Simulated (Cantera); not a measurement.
Charge: 1 mol Si2H6, 0.76 mol O2, 0.26 mol H2, equilibrated at 750 K and 9.50 mbar.

Cantera equilibrium calculation (NASA polynomials, part measured and part estimated; ideal gas, pure solids and liquids). Candidate condensed phases: H2O, Si, SiO2; 18 gas species. The feed counts by its element totals alone. The numbers say what is thermodynamically allowed, not how fast it happens.

Base state: H2 1.00 (mole fractions); condensed: Si(s) + SiO2(α-quartz).

Q: What changes in the equilibrium state with this change: temperature from 750 K to 1648.15 K?

A: 
```csv
species,before,after
H2,1.00,0.681
SiO,<1e-9,0.318
H,<1e-9,0.000755
Si,<1e-9,2.72e-5
"Si(s), mol",1.24,0.480
"SiO2(α-quartz), mol",0.760,0
```

Q: What changes in the equilibrium state with this change: O2 from 0.76 to 2.2 mol?

A: 
```csv
species,before,after
H2,1.00,0.877
H2O,<1e-9,0.123
"Si(s), mol",1.24,0
"SiO2(α-quartz), mol",0.760,2.00
```

Q: What changes in the equilibrium state with this change: temperature from 750 K to 1500 K?

A: 
```tsv
species	before	after
H2	1.00	0.945
SiO	<1e-9	0.0545
H	<1e-9	0.000176
Si(s), mol	1.24	1.15
SiO2(α-quartz), mol	0.760	0
SiO2(β-quartz), mol	0	0.666
```
Mutual solubility and eutectic melting of coexisting phases are not modelled. The tables hold silica as quartz up to 1696 K and as liquid above; real silica turns to tridymite and cristobalite and melts near 1996 K.
